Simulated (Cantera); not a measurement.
Feed: 1 mol AlCl3, 330 mol NH3, 62 mol H2, at 2100 K and 74.0 Pa.

These are equilibrium values from Cantera (NASA tables, ideal gas, pure condensed phases), not measurements of a reactor. Candidate condensed phases: Al, AlCl3, AlN, NH4Cl; 20 gas species. Kinetics and transport are ignored.

Base state: H2 0.684, N2 0.217, H 0.0947, HCl 0.00289, AlCl 0.000759, Al 0.000553, Cl 0.000295 (mole fractions); condensed: gas only.

Task: What changes in the equilibrium state with this change: temperature from 2100 K to 673 K?

Result: 
```tsv
species	before	after
H2	0.684	0.768
N2	0.217	0.228
HCl	0.00289	0.00415
H	0.0947	<1e-9
AlCl	0.000759	<1e-9
Al	0.000553	<1e-9
Cl	0.000295	<1e-9
AlN(s), mol	0	0.999
```

Task: What changes in the equilibrium state with this change: AlCl3 replaced by Al?

Result: 
```json
[
 {"species": "H2", "before": "0.684", "after": "0.686"},
 {"species": "N2", "before": "0.217", "after": "0.217"},
 {"species": "H", "before": "0.0947", "after": "0.0949"},
 {"species": "HCl", "before": "0.00289", "after": "0"},
 {"species": "AlCl", "before": "0.000759", "after": "0"},
 {"species": "Al", "before": "0.000553", "after": "0.00131"},
 {"species": "Cl", "before": "0.000295", "after": "0"}
]
```
